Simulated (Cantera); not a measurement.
**Equilibrium for boron, boron nitride and boron oxide: BCl3 + H2**

Feed: 1 mol BCl3, a varied amount of H2, at 1300 °C and 100 Torr.

Method: chemical equilibrium by Gibbs-energy minimisation in Cantera with the NASA 1993 tables (ideal gas, pure condensed phases). Candidate condensed phases: B; 13 gas species. The tables' values for BCl2, BCl, BH2 are old estimates; treat these amounts as uncertain. Gases not in the tables: BHCl2. The numbers say what is thermodynamically allowed, not how fast it happens.

From 1.3 mol H2 to 110 mol H2 the condensed part is B(s). The share of B in condensed phases is highest at 110 mol H2 (99.0 %) and lowest at 1.3 mol H2 (32.2 %).

```
n(H2) (mol)   x H2   x HCl    x BCl3    x BCl2     x BCl       x H  n B(s)
-----------  -----  ------  --------  --------  --------  --------  ------
1.3          0.328   0.397     0.270   0.00390   0.00104   6.38e-5   0.322
2.5          0.477   0.382     0.138   0.00249  0.000830   7.69e-5   0.472
4.7          0.617   0.324    0.0568   0.00138  0.000617   8.75e-5   0.645
8.9          0.744   0.238    0.0171  0.000618  0.000414   9.60e-5   0.813
17           0.845   0.151   0.00360  0.000219  0.000246  0.000102   0.925
32           0.912  0.0874  0.000623   6.81e-5  0.000137  0.000106   0.972
60           0.951  0.0484   9.90e-5   2.00e-5   7.43e-5  0.000109   0.987
110          0.973  0.0268   1.63e-5   5.99e-6   4.07e-5  0.000110   0.990
```
x: gas mole fraction; n: condensed amount in mol.
